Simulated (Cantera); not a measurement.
Standard-state values (1 bar) from the NASA 1993 polynomials, evaluated with Cantera. Values are per mole of reaction as written; species without (g) are pure solids or liquids, kept so even where they would boil at 1 bar.

2 CO(g) + O2(g) ⇌ 2 CO2(g), with ΔH° = -566.0 kJ and ΔS° = -173.0 J/K at 300 K.

**Question.** How far is the shortcut ΔG° ≈ ΔH°(300 K) − T·ΔS°(300 K) from the full temperature-dependent value at 2298, 2323, 2348, 2373, 2398, 2423, 2448, 2473, 2498 K?

**Answer.** 
```csv
T (K),shortcut (kJ),full (kJ),difference (kJ),difference in log10 K
2298,-168.5,-170.7,2.2,-0.05
2323,-164.2,-166.5,2.4,-0.05
2348,-159.8,-162.4,2.5,-0.06
2373,-155.5,-158.2,2.7,-0.06
2398,-151.2,-154.1,2.9,-0.06
2423,-146.9,-150.0,3.1,-0.07
2448,-142.5,-145.8,3.3,-0.07
2473,-138.2,-141.7,3.5,-0.07
2498,-133.9,-137.5,3.6,-0.08
```
The shortcut ignores the heat-capacity change of the reaction.
